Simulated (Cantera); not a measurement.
Feed: 1 mol TEOS, 1.3 mol CO₂, equilibrated at 3600 Pa.

Equilibrium computed with Cantera from the NASA thermochemical tables; the gas is ideal and each condensed phase is pure. Candidate condensed phases: C, C₆H₆, C₇H₈, C₈H₁₈, H₂O, Si, SiC, SiO₂; 123 gas species. The feed counts by its element totals alone. The tables hold silica as quartz up to 1696 K and as liquid above; real silica turns to tridymite and cristobalite and melts near 1996 K. Equilibrium is a limit: real reactors are often held back by kinetics, nucleation or transport.

Task: Which condensed phases are stable at each of these points (T (K)): 825, 925, 1025, 1125, 1225, 1325, 1425, 1525, 1625, 1725, 1825, 1925, 2025?

Result: 
```tsv
T (K)	condensed phases	Si condensed (%)
825	C(graphite) + SiO₂(α-quartz)	100.0
925	C(graphite) + SiO₂(β-quartz)	100.0
1025	C(graphite) + SiO₂(β-quartz)	100.0
1125	C(graphite) + SiO₂(β-quartz)	100.0
1225	C(graphite) + SiO₂(β-quartz)	100.0
1325	C(graphite) + SiO₂(β-quartz)	100.0
1425	C(graphite) + SiO₂(β-quartz)	99.8
1525	C(graphite) + SiC(s)	98.6
1625	C(graphite) + SiC(s)	97.9
1725	C(graphite) + SiC(s)	97.1
1825	C(graphite) + SiC(s)	96.1
1925	C(graphite) + SiC(s)	94.9
2025	C(graphite) + SiC(s)	93.4
```

At 825 K the condensed part is C(graphite) + SiO₂(α-quartz). From 925 K to 1425 K the condensed part is C(graphite) + SiO₂(β-quartz). From 1525 K to 2025 K the condensed part is C(graphite) + SiC(s).
